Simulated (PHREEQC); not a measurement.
Solution (25 °C): 0.001 mol/kgw Cu(BF4)2 and 0.038 mol/kgw HNO3. Closed to the air; pH follows from the charge balance.

All values are PHREEQC results (ion-association model, phreeqc.dat), not measurements.

No solid was allowed to form.

Problem. Order these B species by the share of B that they hold, largest first: H3BO3, BF3OH-, BF2(OH)2-, BF4-.

Solution. H3BO3 (58 %), BF4- (38 %), BF3OH- (3.0 %), BF2(OH)2- (0.89 %)

Problem. Order these F species by the share of F that they hold, largest first: BF4-, BF2(OH)2-, HF, BF3OH-, F-.

Solution. HF (57 %), BF4- (38 %), BF3OH- (2.3 %), F- (1.5 %), BF2(OH)2- (0.45 %)

The pH is 1.50 and the ionic strength 0.0400 mol/kgw. Real BF4- forms and hydrolyses slowly; the run takes it at equilibrium.
